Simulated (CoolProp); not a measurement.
Values from CoolProp's reference Helmholtz-energy equation of state, Lemmon 2006. It is a short technical equation, of lower accuracy than the large ones.

Q: Give the vapour pressure (kPa), liquid density (kg/m³), enthalpy of vaporisation (kJ/kg), surface tension (mN/m) of saturated CH3F (R41) at 258.3, 276.1 K.

A: 
```csv
T (K),p (kPa),liquid density (kg/m³),enthalpy of vaporisation (kJ/kg),surface tension (mN/m)
258.3,1330,726,373,6.25
276.1,2210,668,324,4.00
```

Surface tension comes from a separate correlation (Mulero 2012).
